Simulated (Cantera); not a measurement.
Cantera run:

```python
import numpy as np
import cantera as ct

gas_names = """
    NO2 PH3 N P4O10 NH3
""".split()
cond_names = """

""".split()


# ... load() reads the species with a 1 bar reference pressure and builds the phases ...
species = {s.name: s for s in load("nasa_gas.yaml", gas_names) + load("nasa_condensed.yaml", cond_names)}
# Each term lists the table entries of one substance; the one whose range holds T is used.
reactions = {
    '5 NO2(g) + 4 PH3(g) = N(g) + P4O10(g) + 4 NH3(g)':
        [(-5, ['NO2']), (-4, ['PH3']), (1, ['N']), (1, ['P4O10']), (4, ['NH3'])],
}


def pick(names, T):
    return next(species[n] for n in names if species[n].thermo.min_temp <= T <= species[n].thermo.max_temp)


results = []
for label, terms in reactions.items():
    print(label)
    print("     T/K   dH/kJ  dS/(J/K)   dG/kJ   log10 K")
    for T in [300, 1025, 1075, 1125, 1175, 1225, 1275, 1325, 1375, 1425, 1475, 1525]:
        used = [(nu, pick(names, T)) for nu, names in terms]
        dH = sum(nu * s.thermo.h(T) for nu, s in used) / 1e6
        dS = sum(nu * s.thermo.s(T) for nu, s in used) / 1e3
        dG = dH - T * dS / 1e3
        logK = -dG * 1e6 / (ct.gas_constant * T * np.log(10))
        results.append((label, T, dH, dS, dG, logK, [s.name for _, s in used]))
        print(f"{T:8g} {dH:8.1f} {dS:8.1f} {dG:8.1f} {logK:8.2f}")
```

Output:

```
5 NO2(g) + 4 PH3(g) = N(g) + P4O10(g) + 4 NH3(g)
     T/K   dH/kJ  dS/(J/K)   dG/kJ   log10 K
     300  -2807.8   -713.6  -2593.8   451.61
    1025  -2783.3   -672.5  -2094.0   106.71
    1075  -2781.7   -671.0  -2060.4   100.11
    1125  -2780.2   -669.6  -2026.9    94.11
    1175  -2778.7   -668.3  -1993.4    88.62
    1225  -2777.1   -667.0  -1960.1    83.58
    1275  -2775.5   -665.7  -1926.7    78.93
    1325  -2774.0   -664.5  -1893.5    74.64
    1375  -2772.4   -663.3  -1860.3    70.67
    1425  -2770.7   -662.2  -1827.2    66.97
    1475  -2769.1   -661.0  -1794.1    63.53
    1525  -2767.5   -660.0  -1761.1    60.32
```

Source: NASA polynomial tables (part measured, part estimated), evaluated in Cantera. Condensed species are held in their standard states even where they would react or evaporate.
